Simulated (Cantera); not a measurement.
An isothermal plug-flow reactor at 798 K and 1.00 bar (inlet), inlet velocity 0.91 m/s, active area per volume 580 1/m; feed CH4 : O2 : N2 : H2O = 0.0031 : 0.012 : 0.79 : 0.051 (molar parts).

Model: Deutschmann's 1995 Pt surface mechanism with GRI-Mech 3.0 gas chemistry, integrated in Cantera. Catalytic surfaces can have several steady states; this one follows from the mechanism file's or the stated starting coverage. Mass transfer to the wall is taken as infinitely fast.

| quantity | before | after |
|---|---|---|
| x(CH4) at z = 0.03 m | 0.00316 | 0.00278 |
| x(O2) at z = 0.03 m | 0.0131 | 0.0123 |
| x(H2O) at z = 0.03 m | 0.0605 | 0.0612 |
| x(CO2) at z = 0.03 m | 0.000458 | 0.000835 |
| x(CO) at z = 0.03 m | 5.64e-7 | 5.01e-7 |
| θ(free Pt) at the exit | 0.0778 | 0.0793 |
| θ(O*) at the exit | 0.915 | 0.914 |
| θ(OH*) at the exit | 0.00708 | 0.00719 |

What was changed between the two runs?
A. area per volume 580 to 1100 1/m
B. temperature 798 to 975 K
C. area per volume 580 to 230 1/m
D. temperature 798 to 1050 K

A, area per volume 580 to 1100 1/m
